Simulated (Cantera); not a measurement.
Charge: 1 mol Si3N4, a varied amount of O2, 370 mol N2, held at 1948 K and 1600 Pa.

Method: chemical equilibrium by Gibbs-energy minimisation in Cantera with the NASA 1993 tables (ideal gas, pure condensed phases). Candidate condensed phases: Si, SiO2, Si2N2O, Si3N4; 16 gas species. The tables' values for SiN are old estimates; treat these amounts as uncertain. The tables hold silica as quartz up to 1696 K and as liquid above; real silica turns to tridymite and cristobalite and melts near 1996 K. Rates play no part.

log p: log10 of the partial pressure in bar; n: condensed amount in mol.

```
n(O2) (mol)  log p N2  log p SiO  log p Si  log p Si2N  n Si(l)  n SiO2(condensed)
-----------  --------  ---------  --------  ----------  -------  -----------------
0.088           -1.80      -5.12     -4.63       -5.92     2.19                  0
0.12            -1.80      -4.99     -4.63       -5.92     2.13                  0
0.18            -1.80        [?]     -4.63       -5.92     2.01                  0
0.25            -1.80      -4.67     -4.63       -5.92     1.87                  0
0.36            -1.80      -4.51     -4.63       -5.92     1.65                  0
0.51            -1.80        [?]     -4.63       -5.92      [?]                  0
0.73            -1.80      -4.20     -4.63       -5.92    0.908                  0
1               -1.80      -4.07     -4.63       -5.92    0.367                  0
1.5             -1.80      -3.89     -8.85        <-13        0                  0
2.1             -1.80      -4.11    -11.45        <-13        0               1.19
```

Q: What belongs in the gaps?

A: 
- 0.18, log p SiO: -4.81
- 0.51, log p SiO: -4.36
- 0.51, n Si(l): 1.35
